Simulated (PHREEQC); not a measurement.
Consider water at 25 °C with 0.005 mol CsF, 4e-05 mol Na2SO4 and 0.011 mol NaCl per kg of water. Closed to the air; pH follows from the charge balance.

Equilibrium calculation in PHREEQC: ion-association model, wateq4f.dat.

- pH: 7.42
- ionic strength: 0.0161 mol/kgw

```
species  molality  activity   log γ
-------  --------  --------  ------
Na+        0.0111   0.00976  -0.054
Cl-        0.0110   0.00966  -0.056
Cs+       0.00500   0.00441  -0.055
F-        0.00498   0.00437  -0.056
SO4-2     3.87e-5   2.36e-5  -0.215
NaF       2.44e-5   2.45e-5   0.002
NaSO4-    1.30e-6   1.15e-6  -0.053
OH-       2.98e-7   2.61e-7  -0.056
HF        2.50e-7   2.51e-7   0.002
H+        4.27e-8   3.83e-8  -0.047
```

No solid was allowed to form.
